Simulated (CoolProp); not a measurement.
A simple Rankine cycle with R227EA: condensing at 323.15 K, boiler at 2.48 MPa, turbine inlet 371.8 K, turbine efficiency 0.7, pump efficiency 0.7, no recuperator. Each further row changes one setting.

Values from CoolProp's reference Helmholtz-energy equation of state, Lemmon 2016.

| case | thermal efficiency (%) | net work (kJ/kg) | heat in (kJ/kg) | turbine exit temperature (K) | volume ratio over the turbine |
|---|---|---|---|---|---|
| as stated | ? | 6.66 | 118 | 338.9 | 3.60 |
| turbine inlet 391.8 K | 5.7 | 8.33 | ? | 365.2 | 3.16 |
| condensing temperature 315.15 K | 6.6 | 8.51 | 128 | 334.2 | 4.55 |
| boiler pressure 1.74 MPa | 4.1 | ? | 133 | 355.5 | 2.08 |
| turbine efficiency 0.6 | 4.6 | 5.46 | 118 | 340.2 | 3.63 |

Question: Fill in the missing entries.

Answer: 
- as stated, thermal efficiency (%): 5.6
- turbine inlet 391.8 K, heat in (kJ/kg): 145
- boiler pressure 1.74 MPa, net work (kJ/kg): 5.44
